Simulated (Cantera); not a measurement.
## Premixed flame

A freely propagating, adiabatic, planar premixed flame of 25.8 % H2, 15.5 % O2, 58.6 % N2, equivalence ratio 0.83, unburnt at 575 K and 800000 Pa; mixture-averaged transport, grid criteria slope 0.08 and curve 0.16, no radiation.

Detailed kinetics in Cantera: the H2/O2 subset of GRI-Mech 3.0, which has no nitrogen chemistry. The hydrogen kinetics of GRI-Mech 3.0 are dated; newer H2 mechanisms differ, most at raised pressure. Burning velocities carry a grid error of a few per cent, more on coarse grids.

```json
[
 {"z (mm)": "-0.0992", "T (K)": "575", "u (m/s)": "4.12", "x H2": "0.258", "x O2": "0.155", "x OH": "<1e-8", "x H2O": "5.67e-8", "x HO2": "<1e-8", "x H2O2": "<1e-8"},
 {"z (mm)": "-0.0661", "T (K)": "575", "u (m/s)": "4.11", "x H2": "0.258", "x O2": "0.156", "x OH": "<1e-8", "x H2O": "1.69e-6", "x HO2": "6.00e-8", "x H2O2": "<1e-8"},
 {"z (mm)": "-0.0496", "T (K)": "576", "u (m/s)": "4.11", "x H2": "0.256", "x O2": "0.156", "x OH": "<1e-8", "x H2O": "1.39e-5", "x HO2": "6.02e-7", "x H2O2": "5.13e-8"},
 {"z (mm)": "-0.0331", "T (K)": "580", "u (m/s)": "4.11", "x H2": "0.250", "x O2": "0.157", "x OH": "<1e-8", "x H2O": "0.000189", "x HO2": "1.11e-5", "x H2O2": "9.64e-7"},
 {"z (mm)": "-0.0165", "T (K)": "671", "u (m/s)": "4.58", "x H2": "0.215", "x O2": "0.161", "x OH": "3.82e-5", "x H2O": "0.00781", "x HO2": "0.000655", "x H2O2": "5.38e-5"},
 {"z (mm)": "-0.00827", "T (K)": "985", "u (m/s)": "6.49", "x H2": "0.165", "x O2": "0.150", "x OH": "0.000891", "x H2O": "0.0468", "x HO2": "0.00108", "x H2O2": "0.000140"},
 {"z (mm)": "0", "T (K)": "1425", "u (m/s)": "9.19", "x H2": "0.101", "x O2": "0.114", "x OH": "0.00335", "x H2O": "0.124", "x HO2": "0.000565", "x H2O2": "3.59e-5"},
 {"z (mm)": "0.00827", "T (K)": "1740", "u (m/s)": "11.1", "x H2": "0.0526", "x O2": "0.0750", "x OH": "0.00820", "x H2O": "0.192", "x HO2": "0.000283", "x H2O2": "6.01e-6"},
 {"z (mm)": "0.0165", "T (K)": "1922", "u (m/s)": "12.3", "x H2": "0.0303", "x O2": "0.0537", "x OH": "0.0124", "x H2O": "0.227", "x HO2": "0.000154", "x H2O2": "3.85e-6"},
 {"z (mm)": "0.0331", "T (K)": "2102", "u (m/s)": "13.3", "x H2": "0.0180", "x O2": "0.0413", "x OH": "0.0149", "x H2O": "0.250", "x HO2": "7.41e-5", "x H2O2": "2.49e-6"},
 {"z (mm)": "0.0661", "T (K)": "2245", "u (m/s)": "14.1", "x H2": "0.0113", "x O2": "0.0367", "x OH": "0.0135", "x H2O": "0.265", "x HO2": "3.51e-5", "x H2O2": "1.68e-6"},
 {"z (mm)": "0.132", "T (K)": "2338", "u (m/s)": "14.6", "x H2": "0.00614", "x O2": "0.0345", "x OH": "0.0106", "x H2O": "0.275", "x HO2": "1.69e-5", "x H2O2": "1.17e-6"},
 {"z (mm)": "0.265", "T (K)": "2383", "u (m/s)": "14.9", "x H2": "0.00321", "x O2": "0.0337", "x OH": "0.00802", "x H2O": "0.281", "x HO2": "1.00e-5", "x H2O2": "9.18e-7"}
]
```
x: mole fraction of selected species; z is measured from the peak of heat release.

```json
{
 "laminar_burning_velocity": "412 cm/s",
 "thermal_thickness": "0.0331 mm",
 "peak x(OH)": "0.0149",
 "peak x(HO2)": "0.00119",
 "peak x(H2O2)": "0.000140",
 "grid_points": "113"
}
```
